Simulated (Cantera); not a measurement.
Cantera run:

```python
import numpy as np
import cantera as ct

gas_names = """
    CL CL2 H HCL H2 Si SiCL SiCL2 SiCL3 SiCL4 SiH SiHCL3 SiH2 SiH2CL2 SiH3 SiH3CL SiH4 Si2 Si3
""".split()
cond_names = """
    Si(cr) Si(L)
""".split()


# ... load() reads the species with a 1 bar reference pressure and builds the phases ...
atoms = {
    'Si': {'Si': 1},
    'HCl': {'H': 1, 'CL': 1},
    'H2': {'H': 2},
}
top_T = {}  # K; cautious upper limits of use, not melting points


# ... equilibrate(T, P, feed) seeds the gas with the atoms and calls Mixture.equilibrate('TP', solver="vcs", rtol=1e-11, max_steps=5000) ...
results = []
T = 1250  # K
P = 10000  # Pa
for m in [2.1, 3.1, 4.2, 5.2, 6.3, 7.4, 8.4, 9.5]:
    feed = {'Si': 1, 'HCl': 0.56, 'H2': m}  # mol
    mix = equilibrate(T, P, feed)
    results.append((T, P, feed, dict(zip(mix.species_names, mix.species_moles))))

top = {s: max(r[3][s] / sum(r[3][g] for g in gas_names) for r in results) for s in gas_names}
cols = sorted((s for s in top if top[s] > 1e-06), key=lambda s: -top[s])[:6]
seen = [c for c in cond_names if any(r[3].get(c, 0) > 1e-12 for r in results)]
print("log10 of partial pressures in bar; condensed amounts in mol")
print(f"{'n(H2)':>10s}" + "".join(f"{s[:9]:>10s}" for s in cols + seen))
for T, P, feed, n in results:
    ng = sum(n[g] for g in gas_names)
    print(f"{feed['H2']:10.4g}" + "".join(f"{np.log10(max(n[s] / ng * P / 1e5, 1e-99)):10.3f}" for s in cols)
          + "".join(f"{n.get(c, 0):10.4g}" for c in seen))
```

It prints:

```
log10 of partial pressures in bar; condensed amounts in mol
     n(H2)        H2       HCL     SiCL4     SiCL2    SiHCL3     SiCL3    Si(cr)
       2.1    -1.055    -2.147    -2.738    -2.837    -3.096    -3.215    0.8776
       3.1    -1.043    -2.201    -2.980    -2.958    -3.271    -3.396    0.8877
       4.2    -1.035    -2.251    -3.194    -3.065    -3.428    -3.557    0.8974
       5.2    -1.031    -2.290    -3.361    -3.149    -3.551    -3.683    0.9052
       6.3    -1.027    -2.329    -3.524    -3.230    -3.671    -3.805    0.9128
       7.4    -1.024    -2.364    -3.671    -3.304    -3.780    -3.915    0.9195
       8.4    -1.022    -2.394    -3.794    -3.365    -3.871    -4.007    0.9249
       9.5    -1.020    -2.424    -3.920    -3.428    -3.964    -4.101    0.9303
```

Cantera equilibrium calculation (NASA polynomials, part measured and part estimated; ideal gas, pure solids and liquids). The tables' values for SiCl3 are old estimates; treat these amounts as uncertain.
